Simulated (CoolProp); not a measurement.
Vapour-liquid equilibrium of ethylene (1) + ethane (2) at 140.7 K; x and y are mole fractions of (1).

Model: multi-fluid Helmholtz-energy mixture model, Smukala 2000 and Bücker 2006; pair parameters Bell 2016, in CoolProp.

Problem. Give the bubble pressure and the first vapour's composition at x = 0.35, 0.5, 0.8. Is there an azeotrope?

Solution. x = 0.35: 0.007449 MPa, y = 0.628; x = 0.5: 0.008628 MPa, y = 0.745; x = 0.8: 0.01099 MPa, y = 0.917. No azeotrope shows between x = 0.05 and 0.95.

The pair parameters rest on a limited set of measurements; away from them the model extrapolates.
